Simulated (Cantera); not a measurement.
Feed: 1 mol Si, 1.4 mol H2, equilibrated at 675 °C and 29.0 bar.

These are equilibrium values from Cantera (NASA tables, ideal gas, pure condensed phases), not measurements of a reactor. Candidate condensed phases: Si; 9 gas species. Gases not in the tables: Si2H6 and higher silanes. The numbers say what is thermodynamically allowed, not how fast it happens.

**Question.** What is the equilibrium state?

**Answer.** 
| Property | Value |
|---|---|
| x(H2) | 1.000 |
| x(SiH4) | 1.03e-5 |
| n(Si(s)) | 1.000 mol |
| gas amount | 1.400 mol |
